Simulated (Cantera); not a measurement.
Input: 1 mol Fe(CO)5, 0.19 mol H2, 1.8 mol CO, equilibrated at 1498 K.

Equilibrium computed with Cantera from the NASA thermochemical tables; the gas is ideal and each condensed phase is pure. Candidate condensed phases: C, C6H6, C7H8, C8H18, Fe, Fe(CO)5, FeO, Fe(OH)2, Fe(OH)3, Fe2O3, Fe3O4, H2O; 114 gas species. Iron dissolves carbon and melts from about 1420 K in contact with it, which pure phases cannot show. Condensed phases not in the tables: cementite and carbon dissolved in iron. Equilibrium is a limit: real reactors are often held back by kinetics, nucleation or transport.

x: gas mole fraction; n: condensed amount in mol.

```tsv
P (Pa)	x CO	x H2	x CO2	x Fe	x H2O	x H	n Fe(γ)	n C(graphite)
10	0.971	0.0270	1.22e-7	…	8.73e-9	0.000282	0.990	0
42	0.972	0.0271	3.18e-7	…	2.29e-8	0.000138	0.998	0
180	0.973	0.0271	1.15e-6	…	8.28e-8	6.67e-5	0.999	0
750	0.973	0.0272	4.79e-6	…	3.45e-7	3.27e-5	1.000	0
3200	0.973	0.0272	2.05e-5	…	1.47e-6	1.58e-5	1.000	0
13000	0.973	0.0272	8.31e-5	…	5.99e-6	7.86e-6	1.000	0
56000	0.972	0.0272	0.000358	…	2.58e-5	3.78e-6	1.000	0.00267
240000	0.971	0.0271	0.00153	…	0.000110	1.83e-6	1.00	0.0114
1000000	0.966	0.0269	0.00631	…	0.000453	8.91e-7	1.00	0.0468
```

Q: Complete the blanks.

A: 
- 10, x Fe: 0.00144
- 42, x Fe: 0.000342
- 180, x Fe: 7.99e-5
- 750, x Fe: 1.92e-5
- 3200, x Fe: 4.49e-6
- 13000, x Fe: 1.11e-6
- 56000, x Fe: 2.57e-7
- 240000, x Fe: 5.99e-8
- 1000000, x Fe: 1.44e-8
